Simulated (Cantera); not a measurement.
An isothermal, constant-pressure homogeneous reactor starts with CH3OH : O2 : N2 = 0.026 : 0.024 : 1 (molar parts), equivalence ratio 1.6, at 1098 K and 101000 Pa. Integrator tolerance rtol = 1e-08.

Detailed kinetics in Cantera: GRI-Mech 3.0 (53 species, 325 reactions). GRI-Mech 3.0 was tuned for natural gas; its chemistry of methanol as a main component is partial and can be far from experiment. The temperature is held fixed by assumption; the heat of reaction is taken as removed at once.

### Question
What does this change do: pressure from 101000 Pa to 1400000 Pa?

### Answer
```tsv
quantity	before	after
x(CH3OH) at 100 s	<1e-12 (gas-phase equilibrium <1e-12)	3.56e-12 (gas-phase equilibrium 5.68e-12)
x(O2) at 100 s	<1e-12 (gas-phase equilibrium <1e-12)	<1e-12 (gas-phase equilibrium <1e-12)
x(N2O) at 100 s	1.73e-12 (gas-phase equilibrium <1e-12)	<1e-12 (gas-phase equilibrium <1e-12)
x(CH2) at 100 s	<1e-12 (gas-phase equilibrium <1e-12)	<1e-12 (gas-phase equilibrium <1e-12)
x(H2) at 100 s	0.0148 (gas-phase equilibrium 0.0185)	0.0107 (gas-phase equilibrium 0.0185)
x(H2O2) at 100 s	<1e-12 (gas-phase equilibrium <1e-12)	<1e-12 (gas-phase equilibrium <1e-12)
x(HCN) at 100 s	5.29e-10 (gas-phase equilibrium 2.41e-9)	1.23e-12 (gas-phase equilibrium 3.32e-8)
```
The pressure lies above the range GRI-Mech 3.0 was tuned for (to about 10 atm).

### Question
What does this change do: temperature 1098 to 925 K?

### Answer
| quantity | before | after |
|---|---|---|
| x(CH3OH) at 100 s | <1e-12 (gas-phase equilibrium <1e-12) | <1e-12 (gas-phase equilibrium <1e-12) |
| x(O2) at 100 s | <1e-12 (gas-phase equilibrium <1e-12) | 2.78e-8 (gas-phase equilibrium <1e-12) |
| x(N2O) at 100 s | 1.73e-12 (gas-phase equilibrium <1e-12) | 1.21e-9 (gas-phase equilibrium <1e-12) |
| x(CH2) at 100 s | <1e-12 (gas-phase equilibrium <1e-12) | <1e-12 (gas-phase equilibrium <1e-12) |
| x(H2) at 100 s | 0.0148 (gas-phase equilibrium 0.0185) | 0.00958 (gas-phase equilibrium 0.0211) |
| x(H2O2) at 100 s | <1e-12 (gas-phase equilibrium <1e-12) | <1e-12 (gas-phase equilibrium <1e-12) |
| x(HCN) at 100 s | 5.29e-10 (gas-phase equilibrium 2.41e-9) | <1e-12 (gas-phase equilibrium 2.66e-9) |
Below about 1000 K GRI-Mech 3.0 lacks low-temperature oxidation paths.
